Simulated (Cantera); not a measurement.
Low-pressure radical oxidation in H2/O2

An isothermal, constant-pressure homogeneous reactor starts with H2 : O2 : N2 = 0.005 : 1 : 0.78 (molar parts), equivalence ratio 0.0025, at 1050 K and 0.00980 bar.

Detailed kinetics in Cantera: the H2/O2 subset of GRI-Mech 3.0, which has no nitrogen chemistry. Radical loss at walls, strong at low pressure, is not modelled.

| t (s) | x H2 | x O2 | x H2O2 | x HO2 | x H2O |
|---|---|---|---|---|---|
| 2.00e-6 | 0.00280 | 0.560 | <1e-12 | <1e-12 | <1e-12 |
| 1.83e-5 | 0.00280 | 0.560 | <1e-12 | <1e-12 | <1e-12 |
| 0.000168 | 0.00280 | 0.560 | <1e-12 | 6.93e-12 | <1e-12 |
| 0.00154 | 0.00280 | 0.560 | <1e-12 | 6.39e-11 | 1.74e-11 |
| 0.0141 | 0.00280 | 0.560 | <1e-12 | 6.40e-10 | 6.83e-9 |
| 0.130 | 1.14e-5 | 0.558 | 5.08e-9 | 4.47e-7 | 0.00268 |
| 1.19 | 1.47e-6 | 0.559 | 3.63e-9 | 1.98e-7 | 0.00277 |
| 10.9 | 4.28e-8 | 0.560 | 1.22e-9 | 2.46e-8 | 0.00280 |
| 100 | 1.07e-9 | 0.560 | 6.95e-11 | 1.30e-9 | 0.00280 |
x: mole fraction; the columns are a selection and need not sum to one.

Equilibrium at this temperature and pressure: H2 1.38e-11, O2 0.560, H2O2 1.08e-12, HO2 2.19e-10, H2O 0.00280 (gas phase only).
